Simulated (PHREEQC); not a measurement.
Solution (10 °C): 0.01 mol/kgw HF, 4.2e-05 mol/kgw (NH4)2SiF6, 8.7e-05 mol/kgw H3PO4 and 9.5e-05 mol/kgw H2SO4. Closed to the air; pH follows from the charge balance.

Model: ion-association model, wateq4f.dat, run in PHREEQC.

Each row changes one thing in this solution. No solid was allowed to form.

```
case                                          pH  ionic strength (mol/kgw)  HF (mol/kgw)  F- (mol/kgw)  H2F2 (mol/kgw)  SO4-2 (mol/kgw)  SI of Quartz (SiO2)
------------------------------------------  ----  ------------------------  ------------  ------------  --------------  ---------------  -------------------
as made                                     2.58                   0.00297       0.00700       0.00246        0.000215          8.20e-5                -4.94
diluted 2-fold with water                   2.76                   0.00192       0.00320       0.00167         4.50e-5          4.28e-5                -3.54
H2SO4 from 9.5e-05 to 9.5e-06 mol/kgw       2.60                   0.00280       0.00694       0.00252        0.000212          8.23e-6                -4.94
HF left out                                 3.45                  0.000544       7.23e-5      0.000180         2.30e-8                …                -0.16
(NH4)2SiF6 from 4.2e-05 to 8.4e-05 mol/kgw  2.58                   0.00310       0.00699       0.00246        0.000215          8.20e-5                -4.64
H3PO4 left out                              2.59                   0.00293       0.00697       0.00248        0.000214          8.22e-5                -4.94
temperature from 10 to 90 °C                   …                   0.00158       0.00886       0.00124         1.52e-5          5.84e-5                -1.23
```

Problem. Some entries are withheld; supply them.

Solution. 
- HF left out, SO4-2 (mol/kgw): 9.27e-5
- temperature from 10 to 90 °C, pH: 2.87

Species that the database lacks are ignored. H3PO4, which wateq4f.dat lacks, is added to it with the constant of phreeqc.dat. At this temperature some constants are extrapolated from 25 °C, and those without enthalpy data are left unchanged. SiF6-2 is the database's only silicon fluoride.
